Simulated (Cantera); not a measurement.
Input: 1 mol V, 16 mol NH3, at 1548.15 K.

Equilibrium computed with Cantera from the NASA thermochemical tables; the gas is ideal and each condensed phase is pure. Candidate condensed phases: V, VN; 11 gas species. VN: taken at fixed stoichiometry. Condensed phases not in the tables: V2N, N, O or C dissolved in the metal. The numbers say what is thermodynamically allowed, not how fast it happens.

x: gas mole fraction; n: condensed amount in mol.

```json
[
 {"P (Pa)": "0.100", "x H2": "0.727", "x N2": "0.247", "x H": "0.0263", "x V": "0.000316", "x NH3": "1.66e-11", "n V(s)": "0.990", "n VN(s)": "0"},
 {"P (Pa)": "1.50", "x H2": "0.756", "x N2": "0.237", "x H": "0.00692", "x V": "1.28e-5", "x NH3": "2.58e-10", "n V(s)": "0", "n VN(s)": "1.000"},
 {"P (Pa)": "22", "x H2": "0.760", "x N2": "0.238", "x H": "0.00181", "x V": "2.28e-7", "x NH3": "3.83e-9", "n V(s)": "0", "n VN(s)": "1.000"},
 {"P (Pa)": "320", "x H2": "0.761", "x N2": "0.238", "x H": "…", "x V": "…", "x NH3": "…", "n V(s)": "0", "n VN(s)": "1.00"},
 {"P (Pa)": "4600", "x H2": "0.762", "x N2": "0.238", "x H": "…", "x V": "…", "x NH3": "…", "n V(s)": "0", "n VN(s)": "1.00"},
 {"P (Pa)": "68000", "x H2": "0.762", "x N2": "0.238", "x H": "3.26e-5", "x V": "1.32e-12", "x NH3": "1.19e-5", "n V(s)": "0", "n VN(s)": "1.00"},
 {"P (Pa)": "1000000", "x H2": "0.762", "x N2": "0.238", "x H": "8.51e-6", "x V": "<1e-12", "x NH3": "0.000175", "n V(s)": "0", "n VN(s)": "1.00"}
]
```

Problem. What belongs in the gaps?

Solution. 
- 4600, x H: 0.000126
- 4600, x V: 7.53e-11
- 4600, x NH3: 8.03e-7
- 320, x H: 0.000476
- 320, x V: 4.10e-9
- 320, x NH3: 5.58e-8
